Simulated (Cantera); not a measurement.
**Catalytic stagnation flow on Pt**

A jet of CH₄ : O₂ : N₂ = 0.026 : 0.088 : 0.79 (molar parts) at 300 K and 0.350 bar hits a platinum plate 6.5 cm away at a mass flux of 0.04 kg/m²/s; the plate temperature is set and raised in steps from an oxygen-covered start.

Detailed kinetics in Cantera: Deutschmann's 1995 Pt surface mechanism with GRI-Mech 3.0 gas chemistry. Catalytic surfaces can have several steady states; this one follows from the mechanism file's or the stated starting coverage.

```json
[
 {"plate T (K)": "850", "wall x CH₄": "0.0174", "wall x O₂": "0.0731", "wall x H₂O": "0.0213", "wall x OH": "<1e-8", "wall x CO": "4.18e-6", "wall x CO₂": "0.0139", "θ free Pt": "0.106", "θ O*": "0.892", "θ OH*": "0.00221"},
 {"plate T (K)": "900", "wall x CH₄": "0.0103", "wall x O₂": "0.0582", "wall x H₂O": "0.0344", "wall x OH": "2.27e-8", "wall x CO": "3.59e-6", "wall x CO₂": "0.0225", "θ free Pt": "0.166", "θ O*": "0.831", "θ OH*": "0.00271"},
 {"plate T (K)": "950", "wall x CH₄": "0.00602", "wall x O₂": "0.0491", "wall x H₂O": "0.0423", "wall x OH": "6.40e-8", "wall x CO": "2.92e-6", "wall x CO₂": "0.0278", "θ free Pt": "0.233", "θ O*": "0.764", "θ OH*": "0.00278"},
 {"plate T (K)": "1000", "wall x CH₄": "0.00376", "wall x O₂": "0.0444", "wall x H₂O": "0.0464", "wall x OH": "1.64e-7", "wall x CO": "2.47e-6", "wall x CO₂": "0.0305", "θ free Pt": "0.302", "θ O*": "0.695", "θ OH*": "0.00263"},
 {"plate T (K)": "1050", "wall x CH₄": "0.00254", "wall x O₂": "0.0419", "wall x H₂O": "0.0485", "wall x OH": "3.80e-7", "wall x CO": "2.21e-6", "wall x CO₂": "0.0319", "θ free Pt": "0.370", "θ O*": "0.628", "θ OH*": "0.00239"},
 {"plate T (K)": "1100", "wall x CH₄": "0.00183", "wall x O₂": "0.0405", "wall x H₂O": "0.0496", "wall x OH": "8.08e-7", "wall x CO": "2.10e-6", "wall x CO₂": "0.0327", "θ free Pt": "0.436", "θ O*": "0.562", "θ OH*": "0.00213"}
]
```
x: mole fraction at the wall; θ: surface coverage.
